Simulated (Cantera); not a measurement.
Cantera run:

```python
import numpy as np
import cantera as ct

gas_names = """
    B BH BH2 BH3 BO BO2 B2 B2O B2O2 B2O3 B3O3H3 H HBO HBO2 HO2 H2 H2O H2O2 H3B3O6 O OH O2 O3
""".split()
cond_names = """
    B(b) B(L) B2O3(L) B3O3H3(cr) H2O(s) H2O(L)
""".split()


# ... load() reads the species with a 1 bar reference pressure and builds the phases ...
atoms = {
    'B2H6': {'B': 2, 'H': 6},
    'O2': {'O': 2},
    'H2O': {'H': 2, 'O': 1},
}
top_T = {}  # K; cautious upper limits of use, not melting points


# ... equilibrate(T, P, feed) seeds the gas with the atoms and calls Mixture.equilibrate('TP', solver="vcs", rtol=1e-11, max_steps=5000) ...
results = []
feed = {'B2H6': 1, 'O2': 0.87, 'H2O': 13}  # mol
T = 1725  # K
P = 60  # Pa
mix = equilibrate(T, P, feed)
results.append((T, P, feed, dict(zip(mix.species_names, mix.species_moles))))
print(gas.report(threshold=1e-06))
for i in range(1, mix.n_phases):
    print(f"{mix.phase(i).name:16s} {mix.phase_moles(i):12.5e} mol")
```

It prints:

```
       temperature   1725 K
          pressure   60 Pa
           density   7.1131e-05 kg/m^3
  mean mol. weight   17.003 kg/kmol
   phase of matter   gas

                          1 kg             1 kmol
                     ---------------   ---------------
          enthalpy       -9.3026e+06       -1.5817e+08  J
   internal energy       -1.0146e+07       -1.7252e+08  J
           entropy             18711        3.1815e+05  J/K
    Gibbs function        -4.158e+07       -7.0698e+08  J
 heat capacity c_p            2842.1             48324  J/K
 heat capacity c_v            2353.1             40009  J/K

                      mass frac. Y      mole frac. X     chem. pot. / RT
                     ---------------   ---------------   ---------------
                BO        3.8508e-05        2.4423e-05               -46
               BO2        0.00029443        0.00011695            -69.75
              B2O3         0.0053854         0.0013153           -115.75
                 H        0.00022402         0.0037788           -13.915
               HBO        0.00013526        8.2681e-05           -59.916
              HBO2           0.29513           0.11453           -83.665
                H2           0.02945           0.24839           -27.831
               H2O           0.66879           0.63122            -51.58
                 O        6.0107e-06        6.3879e-06            -23.75
                OH        0.00052919        0.00052907           -37.665
                O2        1.3677e-05        7.2679e-06           -47.499
     [  +12 minor]        3.8675e-07        1.2181e-07

B(b)              0.00000e+00 mol
B2O3(L)           0.00000e+00 mol
B3O3H3(cr)        0.00000e+00 mol
```

Cantera equilibrium calculation (NASA polynomials, part measured and part estimated; ideal gas, pure solids and liquids). The feed counts by its element totals alone.
